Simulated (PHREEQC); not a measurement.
Consider water at 20 °C with 0.0073 mol/kgw FeSO4, 0.00021 mol/kgw CaCl2 and 3.4e-05 mol/kgw NaF. Closed to the air; pH follows from the charge balance.

Model: ion-association model, phreeqc.dat, run in PHREEQC.

This is a speciation only: nothing precipitates in the calculation.

Task: What pH does the model give?

Result: pH 6.13.

Task: In which forms is S present?

Result: SO4-2 76 %, FeSO4 23 %, CaSO4 0.7 % of the S.

Fluoro complexes past AlF4- and FeF3 are missing from the database.
